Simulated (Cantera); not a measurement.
An isothermal, constant-pressure homogeneous reactor starts with 19.7 % C2H6, 78.6 % H2, 1.73 % N2, at 1925 K and 0.405 Torr.

Computed with Cantera and GRI-Mech 3.0 (53 species, 325 reactions). GRI-Mech 3.0 stops at C3 and has no aromatics, soot or wall deposition, so with more carbon than oxygen in the feed, carbon stays in small species such as C2H2 where larger ones or solid carbon would form. Radical loss at walls, strong at low pressure, is not modelled.

**Question.** Predict: x(C2H6) at 7.00 s; x(H2) at 7.00 s; x(CH3) at 7.00 s; x(CH4) at 7.00 s; x(C2H4) at 7.00 s; x(C2H2) at 7.00 s; x(CH2) at 7.00 s.

**Answer.** 
```json
{
 "x(C2H6) at 7.00 s": "3.04e-9 (gas-phase equilibrium <1e-12)",
 "x(H2) at 7.00 s": "0.835 (gas-phase equilibrium 0.812)",
 "x(CH3) at 7.00 s": "0.000183 (gas-phase equilibrium 3.17e-6)",
 "x(CH4) at 7.00 s": "0.000646 (gas-phase equilibrium 3.46e-6)",
 "x(C2H4) at 7.00 s": "2.74e-6 (gas-phase equilibrium 5.92e-7)",
 "x(C2H2) at 7.00 s": "0.140 (gas-phase equilibrium 0.130)",
 "x(CH2) at 7.00 s": "3.10e-6 (gas-phase equilibrium 1.80e-7)"
}
```
